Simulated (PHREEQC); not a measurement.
Solution (70 °C): 0.097 mol/kgw ZnSO4 and 0.0048 mol/kgw H3BO3. Closed to the air; pH follows from the charge balance.

The numbers come from PHREEQC with the ion-association model, phreeqc.dat.

- pH = 5.08
- ionic strength = 0.189 mol/kgw
- density = 0.993 g/cm³

| species | molality | activity | log γ |
|---|---|---|---|
| Zn+2 | 0.0472 | 0.0130 | -0.561 |
| ZnSO4 | 0.0404 | 0.0423 | 0.019 |
| SO4-2 | 0.0380 | 0.0103 | -0.568 |
| Zn(SO4)2-2 | 0.00926 | 0.00261 | -0.550 |
| H3BO3 | 0.00480 | 0.00501 | 0.019 |
| ZnOH+ | 4.52e-5 | 3.29e-5 | -0.137 |
| HSO4- | 3.55e-5 | 2.59e-5 | -0.137 |
| H+ | 1.07e-5 | 8.38e-6 | -0.105 |
| H2BO3- | 9.64e-7 | 7.03e-7 | -0.137 |

This is a speciation only: nothing precipitates in the calculation. At this temperature some constants are extrapolated from 25 °C, and those without enthalpy data are left unchanged.
